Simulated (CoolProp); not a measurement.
Saturation properties of oxygen (Tc = -118.6 °C, pc = 5.046 MPa, ω = 0.022).

The numbers come from the reference Helmholtz-energy equation of state, Schmidt 1985 in CoolProp.

```
T (°C)   p (MPa)  liquid density (kg/m³)  vapour Z
-------  -------  ----------------------  --------
-159.45   0.6955                    1014    0.8733
-156.35   0.8449                   994.4    0.8548
-153.25    1.016                   974.5    0.8348
-150.15    1.212                   953.7    0.8131
-147.05    1.432                   931.8    0.7896
-143.95    1.680                   908.7    0.7643
-140.85    1.958                   884.0    0.7367
-137.75    2.267                   857.4    0.7067
-134.75    2.598                   829.4    0.6748
-131.65    2.975                   797.2    0.6381
-128.55    3.391                   760.3    0.5966
```

It boils at -183.0 °C under 1 atm.
